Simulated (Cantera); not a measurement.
Charge: 1 mol Cr2O3, 130 mol H2, at 998.15 K and 10.0 mbar.

Method: chemical equilibrium by Gibbs-energy minimisation in Cantera with the NASA 1993 tables (ideal gas, pure condensed phases). Candidate condensed phases: Cr, Cr2O3, H2O; 13 gas species. The numbers say what is thermodynamically allowed, not how fast it happens.

Base state: H2 1.000 (mole fractions); condensed: Cr(s) + Cr2O3(s).

Task: What changes in the equilibrium state with this change: temperature from 998.15 K to 1398 K?

Result: 
```
species          before     after
-------------  --------  --------
H2                1.000     0.999
H2O             8.01e-6  0.000601
H               2.16e-8   4.73e-5
Cr(s), mol     0.000695    0.0513
Cr2O3(s), mol     1.000     0.974
```
Mutual solubility and eutectic melting of coexisting phases are not modelled.

Task: What changes in the equilibrium state with this change: Cr2O3 replaced by NiS?

Result: 
| species | before | after |
|---|---|---|
| H2 | 1.000 | 0.997 |
| H2S | 0 | 0.00326 |
| Cr(s), mol | 0.000695 | 0 |
| Cr2O3(s), mol | 1.000 | 0 |
| Ni(s), mol | 0 | 0.136 |
| Ni3S2(s), mol | 0 | 0.288 |
Metal and sulfide melt together well below either melting point, which pure phases cannot show. Further candidate phases: Ni, NiS, NiS2, Ni3S2, Ni3S4, S.

Task: What changes in the equilibrium state with this change: Cr2O3 replaced by FeS2?

Result: 
| species | before | after |
|---|---|---|
| H2 | 1.000 | 0.992 |
| H2S | 0 | 0.00769 |
| Cr(s), mol | 0.000695 | 0 |
| Cr2O3(s), mol | 1.000 | 0 |
| FeS(s), mol | 0 | 1.00 |
FeS: taken at fixed stoichiometry. Further candidate phases: Fe, FeS, FeS2, S.
